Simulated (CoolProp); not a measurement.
Ammonia along the isotherm 447.7 K: fugacity coefficient from the reference equation and from simpler models built on Tc = 405.6 K, pc = 113.6 bar, ω = 0.256; each cubic takes its own stable root.

Values from CoolProp's reference Helmholtz-energy equation of state, Gao 2020.

```csv
p (bar),phase,reference,Redlich-Kwong,Soave-Redlich-Kwong
6.31,gas,0.9857,0.9859,0.9866
12.6,gas,0.9715,0.9719,0.9734
18.9,gas,0.9574,___,0.9602
25.3,gas,0.9432,0.9439,___
31.6,gas,0.9293,0.9302,0.9339
37.9,gas,___,0.9165,0.9210
44.2,gas,0.9018,0.9030,0.9081
50.5,gas,___,___,0.8954
56.8,gas,0.8746,0.8761,___
```

What belongs in the gaps?


- 18.9, Redlich-Kwong: 0.9580
- 25.3, Soave-Redlich-Kwong: 0.9469
- 37.9, reference: 0.9155
- 50.5, reference: 0.8881
- 50.5, Redlich-Kwong: 0.8895
- 56.8, Soave-Redlich-Kwong: 0.8827
